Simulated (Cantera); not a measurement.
Charge: 1 mol CO, 0.93 mol NH3, 4.9 mol N2, equilibrated at 875 K and 29.0 bar.

Method: chemical equilibrium by Gibbs-energy minimisation in Cantera with the NASA 1993 tables (ideal gas, pure condensed phases). Candidate condensed phases: C, C6H6, C7H8, C8H18, H2O; 136 gas species. Kinetics and transport are ignored.

Base state: N2 0.790, H2O 0.0691, H2 0.0561, CH4 0.0398, CO2 0.0339, CO 0.0104, NH3 0.000510 (mole fractions); condensed: C(graphite).

What changes in the equilibrium state with this change: temperature from 875 K to 1850 K?


```tsv
species	before	after
N2	0.790	0.692
H2	0.0561	0.179
CO	0.0104	0.128
CH4	0.0398	0.000136
CO2	0.0339	0.000118
H2O	0.0691	0.000663
H	<1e-9	4.23e-5
HNC	<1e-9	2.60e-5
HCN	1.10e-7	0.000613
C(graphite), mol	0.429	0
```
